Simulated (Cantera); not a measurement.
A Cantera script and what it prints.

```python
import numpy as np
import cantera as ct

gas_names = """
    H HO2 H2 H2O H2O2 O OH O2 O3 Pb PbO Pb2
""".split()
cond_names = """
    H2O(s) H2O(L) Pb(cr) Pb(L) PbO(rd) PbO(yw) PbO(L) PbO2(s) Pb3O4(s)
""".split()


# ... load() reads the species with a 1 bar reference pressure and builds the phases ...
atoms = {
    'PbO': {'Pb': 1, 'O': 1},
    'H2': {'H': 2},
    'H2O': {'H': 2, 'O': 1},
}
top_T = {'Pb3O4(s)': 820}  # K; cautious upper limits of use, not melting points


# ... equilibrate(T, P, feed) seeds the gas with the atoms and calls Mixture.equilibrate('TP', solver="vcs", rtol=1e-11, max_steps=5000) ...
results = []
feed = {'PbO': 1, 'H2': 1400, 'H2O': 0.51}  # mol
T = 1273  # K
P = 360000  # Pa
mix = equilibrate(T, P, feed)
results.append((T, P, feed, dict(zip(mix.species_names, mix.species_moles))))
x = sorted(zip(gas.X, gas.species_names), reverse=True)
print(f"T = {T:g} K  P = {P:g} Pa  gas = {mix.phase_moles(0):.4g} mol")
print("   x: " + "  ".join(f"{s} {v:.3e}" for v, s in x if v > 0.001))
print("   condensed (mol): " + ("  ".join(f"{mix.phase(i).name} {mix.phase_moles(i):.4g}"
      for i in range(1, mix.n_phases) if mix.phase_moles(i) > 1e-12) or "none"))
```

It prints:

```
T = 1273 K  P = 360000 Pa  gas = 1401 mol
   x: H2 9.984e-01  H2O 1.078e-03
   condensed (mol): Pb(L) 0.2853
```

Equilibrium computed with Cantera from the NASA thermochemical tables; the gas is ideal and each condensed phase is pure.
